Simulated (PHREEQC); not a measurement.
Make-up at 25 °C: 11 mmol/kgw MnSO4, 11 mmol/kgw MgSO4, 1.4 mmol/kgw NaHCO3 and 31 mmol/kgw Na2SO4. Closed to the air; pH follows from the charge balance.

The numbers come from PHREEQC with the ion-association model, phreeqc.dat.

Q: The ionic strength comes out as 0.131 mol/kgw. What activity coefficients do HCO3-, CO3-2, MnOH+, MgHCO3+, MnHCO3+ get?

A: HCO3- 0.77, CO3-2 0.35, MnOH+ 0.77, MgHCO3+ 0.75, MnHCO3+ 0.77.

Precipitation was switched off in this run. Examples of supersaturated solids here: Rhodochrosite. Others may be too.
